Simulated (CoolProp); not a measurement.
Properties of dry air along the isotherm 149.4 K.

Values from CoolProp's reference Helmholtz-energy equation of state, Lemmon 2000. It is a pseudo-pure fit of the blend.

```
p (MPa)          phase       Z  cv (kJ/(kg K))  Joule-Thomson coefficient (K/MPa)  isothermal compressibility (1/MPa)  Prandtl number
-------  -------------  ------  --------------  ---------------------------------  ----------------------------------  --------------
0.018              gas  0.9989          0.7156                              8.135                               55.62           0.738
0.0264             gas  0.9984          0.7158                              8.135                               37.94           0.739
0.0387             gas  0.9976          0.7161                              8.134                               25.90           0.739
0.0568             gas  0.9965          0.7165                              8.134                               17.67           0.740
0.0834             gas  0.9948          0.7172                              8.134                               12.05           0.741
0.122              gas  0.9924          0.7181                              8.133                               8.259           0.743
0.18               gas  0.9888          0.7194                              8.133                               5.619           0.746
0.264              gas  0.9836          0.7214                              8.131                               3.852           0.751
0.387              gas  0.9758          0.7244                              8.129                               2.649           0.757
0.568              gas  0.9643          0.7289                              8.125                               1.827           0.767
0.834              gas  0.9470          0.7356                              8.117                               1.268           0.783
1.22               gas  0.9214          0.7458                              8.099                              0.8931           0.808
1.8                gas  0.8811          0.7622                              8.051                              0.6365           0.852
2.64               gas  0.8186          0.7888                              7.913                              0.4739           0.939
3.87     supercritical  0.7158          0.8363                              7.424                              0.3836            1.15
5.68     supercritical  0.5425          0.9252                              5.476                              0.3485            1.92
```

Viscosity comes from a separate model (Lemmon 2004). Thermal conductivity comes from a separate model (Lemmon 2004).
